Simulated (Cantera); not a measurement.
Input (Python, Cantera) and output of one run.

```python
import numpy as np
import cantera as ct

gas_names = """
    C CO CO2 C2 C2O C3 C3O2 C4 C5 Fe FeC5O5 FeO O O2 O3
""".split()
cond_names = """
    C(gr) Fe(a) Fe(c) Fe(d) Fe(L) FeC5O5(L) FeO(s) FeO(L) Fe2O3(s) Fe3O4(s)
""".split()


# ... load() reads the species with a 1 bar reference pressure and builds the phases ...
atoms = {
    'Fe3O4': {'Fe': 3, 'O': 4},
    'C': {'C': 1},
    'CO': {'C': 1, 'O': 1},
}
top_T = {'C(gr)': 4500, 'Fe2O3(s)': 1830, 'Fe3O4(s)': 1870}  # K; cautious upper limits of use, not melting points


# ... equilibrate(T, P, feed) seeds the gas with the atoms and calls Mixture.equilibrate('TP', solver="vcs", rtol=1e-11, max_steps=5000) ...
results = []
feed = {'Fe3O4': 1, 'C': 1.7, 'CO': 0.024}  # mol
P = 280000  # Pa
for T in [998, 1048, 1098, 1148, 1198, 1248, 1298, 1348, 1398, 1448, 1498, 1548]:
    mix = equilibrate(T, P, feed)
    results.append((T, P, feed, dict(zip(mix.species_names, mix.species_moles))))

top = {s: max(r[3][s] / sum(r[3][g] for g in gas_names) for r in results) for s in gas_names}
cols = sorted((s for s in top if top[s] > 0.001), key=lambda s: -top[s])[:9]
seen = [c for c in cond_names if any(r[3].get(c, 0) > 1e-12 for r in results)]
print("log10 of partial pressures in bar; condensed amounts in mol")
print(f"{'T/K':>10s}" + "".join(f"{s[:9]:>10s}" for s in cols + seen))
for T, P, feed, n in results:
    ng = sum(n[g] for g in gas_names)
    print(f"{T:10.4g}" + "".join(f"{np.log10(max(n[s] / ng * P / 1e5, 1e-99)):10.3f}" for s in cols)
          + "".join(f"{n.get(c, 0):10.4g}" for c in seen))
```

Result:

```
log10 of partial pressures in bar; condensed amounts in mol
       T/K        CO       CO2     C(gr)     Fe(a)     Fe(c)    FeO(s)
       998     0.173     0.118     1.027         0         0         3
      1048     0.291    -0.072    0.9377         0         0         3
      1098     0.360    -0.291         0     1.015         0     1.985
      1148     0.364    -0.310         0     1.002         0     1.998
      1198     0.367    -0.327         0         0    0.9899      2.01
      1248     0.370    -0.342         0         0    0.9799      2.02
      1298     0.373    -0.357         0         0    0.9707     2.029
      1348     0.376    -0.371         0         0    0.9622     2.038
      1398     0.378    -0.384         0         0    0.9543     2.046
      1448     0.380    -0.397         0         0     0.947     2.053
      1498     0.382    -0.409         0         0    0.9403      2.06
      1548     0.384    -0.420         0         0     0.934     2.066
```

Equilibrium computed with Cantera from the NASA thermochemical tables; the gas is ideal and each condensed phase is pure. Mutual solubility and eutectic melting of coexisting phases are not modelled. The tables' stoichiometric FeO is somewhat more stable than real wüstite, so its field is too wide. FeO: taken at fixed stoichiometry. Condensed phases not in the tables: cementite and carbon dissolved in iron.
